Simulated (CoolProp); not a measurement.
A single-stage vapour-compression cycle with the fluid: evaporating at 239.15 K (dew point), condensing at 287.15 K (bubble point), superheat 8 K, subcooling 0 K, compressor efficiency 0.8, no pressure losses. The same conditions are run with several fluids, on thermodynamics alone (safety and materials aside).

Values from CoolProp's reference Helmholtz-energy equation of state of each fluid (R115: Lemmon 2016; R507A: Lemmon 2003; hydrogen chloride: Thol 2018; R125: Lemmon 2005; CH2F2 (R32): Tillner-Roth 1997; trans-2-butene: Lemmon 2005). Blends and air are pseudo-pure fits.

| fluid | cooling COP | pressure ratio | discharge temperature (K) | refrigerating effect (kJ/kg) | volumetric capacity (kJ/m³) |
|---|---|---|---|---|---|
| R115 | 2.97 | 5.27 | … | 80.7 | 807 |
| R507A | 3.05 | 5.27 | 310.2 | 130 | 1200 |
| hydrogen chloride | 2.85 | 3.89 | 383.7 | 293 | … |
| R125 | 2.97 | 5.29 | 304.9 | 103 | 1240 |
| CH2F2 (R32) | 3.13 | 5.38 | 364.1 | … | 1790 |
| trans-2-butene | 3.38 | 7.63 | 317.5 | 342 | 202 |

Problem. Complete the blanks.

Solution. 
- R115, discharge temperature (K): 295.7
- hydrogen chloride, volumetric capacity (kJ/m³): 5540
- CH2F2 (R32), refrigerating effect (kJ/kg): 287
